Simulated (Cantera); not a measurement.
## Catalytic combustion on Pt

An isothermal plug-flow reactor at 775 K and 0.370 bar (inlet), inlet velocity 0.15 m/s, active area per volume 230 1/m; feed CO : O2 : N2 : H2O = 0.0048 : 0.061 : 0.79 : 0.099 (molar parts), equivalence ratio 0.039.

Cantera simulation using Deutschmann's 1995 Pt surface mechanism with GRI-Mech 3.0 gas chemistry; the numbers are that mechanism's predictions, not measurements. Catalytic surfaces can have several steady states; this one follows from the mechanism file's or the stated starting coverage. Mass transfer to the wall is taken as infinitely fast.

```csv
z (m),x CO,x O2,x H2O,x CO2,θ free Pt,θ O*,θ OH*
0.00016,0.00212,0.0625,0.104,0.00292,0.0665,0.927,0.00596
0.00031,0.00159,0.0623,0.104,0.00344,0.0594,0.934,0.00566
0.0006,0.00102,0.0620,0.104,0.00402,0.0540,0.940,0.00541
0.0012,0.000468,0.0617,0.104,0.00457,0.0501,0.945,0.00523
0.0022,0.000146,0.0616,0.104,0.00489,0.0482,0.947,0.00513
0.0043,1.42e-5,0.0615,0.104,0.00503,0.0475,0.947,0.00510
0.0084,1.60e-7,0.0615,0.104,0.00504,0.0475,0.947,0.00509
0.016,3.89e-11,0.0615,0.104,0.00504,0.0475,0.947,0.00509
```
x: gas mole fraction; θ: surface coverage.
